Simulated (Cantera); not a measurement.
A closed system holds: 1 mol Si, 0.44 mol CO2, 3.9 mol H2, at 1573.15 K and 4.20e-5 bar.

Equilibrium computed with Cantera from the NASA thermochemical tables; the gas is ideal and each condensed phase is pure. Candidate condensed phases: C, C6H6, C7H8, C8H18, H2O, Si, SiC, SiO2; 123 gas species. Kinetics and transport are ignored.

Base state: H2 0.810, SiO 0.150, CO 0.0336, H 0.00566, Si 0.000518 (mole fractions); condensed: SiC(s).

Question: What changes in the equilibrium state with this change: pressure from 4.20e-5 bar to 0.00380 bar?

Answer: 
```json
[
 {"species": "H2", "before": "0.810", "after": "0.815"},
 {"species": "SiO", "before": "0.150", "after": "0.151"},
 {"species": "CO", "before": "0.0336", "after": "0.0335"},
 {"species": "H", "before": "0.00566", "after": "0.000597"},
 {"species": "Si", "before": "0.000518", "after": "5.75e-6"},
 {"species": "SiC(s), mol", "before": "0.279", "after": "0.280"}
]
```
